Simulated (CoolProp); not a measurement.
Vapour-liquid equilibrium of acetone (1) + n-decane (2) at 0.0655 MPa; x and y are mole fractions of (1).

Values from CoolProp's multi-fluid Helmholtz-energy mixture model, Lemmon 2006 and Lemmon 2006; pair parameters Bell 2016.

```tsv
x	bubble temperature (K)	y at the bubble point	dew temperature at overall composition x (K)	liquid density (mol/L)
0.05	391.9	0.710	429.0	(withheld)
0.15	351.8	0.947	425.1	5.341
0.25	335.9	0.977	420.8	5.866
0.35	328.7	0.986	(withheld)	6.404
0.45	325.4	0.989	410.7	6.997
0.55	323.8	0.990	404.5	7.676
0.65	322.8	0.991	397.2	8.478
0.75	321.8	0.992	387.9	9.450
0.85	320.3	0.994	374.8	10.66
0.95	(withheld)	0.998	350.5	12.20
```

Q: What belongs in the gaps?

A: 
- 0.05, liquid density (mol/L): 4.737
- 0.35, dew temperature at overall composition x (K): 416.1
- 0.95, bubble temperature (K): 318.3

No azeotrope shows between x = 0.05 and 0.95.

The pair parameters rest on a limited set of measurements; away from them the model extrapolates. With so large a gap from Raoult's law the liquid may split in two, which this calculation doesn't test in full.
